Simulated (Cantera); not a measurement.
Input: 1 mol SiH₄, 61 mol H₂, held at 2475 K and 0.410 bar.

Equilibrium computed with Cantera from the NASA thermochemical tables; the gas is ideal and each condensed phase is pure. Candidate condensed phases: Si; 9 gas species. Gases not in the tables: Si₂H₆ and higher silanes. Rates play no part.

Base state: H₂ 0.953, H 0.0343, Si 0.00959, SiH 0.00165, SiH₂ 0.000890, Si₂ 0.000247, Si₃ 4.30e-5 (mole fractions); condensed: Si(l).

What changes in the equilibrium state with this change: SiH₄ replaced by CH₃SiCl₃?


| species | before | after |
|---|---|---|
| H₂ | 0.953 | 0.913 |
| HCl | 0 | 0.0420 |
| H | 0.0343 | 0.0336 |
| Si | 0.00959 | 0.00363 |
| C₂H₂ (acetylene) | 0 | 0.00315 |
| SiCl₂ | 0 | 0.00110 |
| Cl | 0 | 0.00110 |
| Si₂C | 0 | 0.000487 |
| Si(l), mol | 0.174 | 0 |
| SiC(s), mol | 0 | 0.508 |
The feed counts by its element totals alone. The tables' values for SiCl are old estimates; treat these amounts as uncertain. Further candidate phases: C, C₆H₆, C₇H₈, C₈H₁₈, SiC.
